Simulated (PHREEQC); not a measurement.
Consider water at 25 °C with 0.00021 mol/kgw Na2S and 0.00065 mol/kgw ZnCl2. Closed to the air; pH follows from the charge balance.

Equilibrium calculation in PHREEQC: ion-association model, phreeqc.dat.

No solid was allowed to form.

Problem. Estimate the pH, ionic strength.

Solution. pH 8.12; ionic strength 0.00171 mol/kgw.

Problem. In which forms is Zn present?

Solution. Zn+2 63 %, Zn(HS)2 16 %, Zn(OH)2 12 %, ZnOH+ 8.1 % of the Zn.

Saturation is exceeded, for instance for Zn(OH)2(e), Sphalerite (slow to form); the values hold only as long as no solid forms.
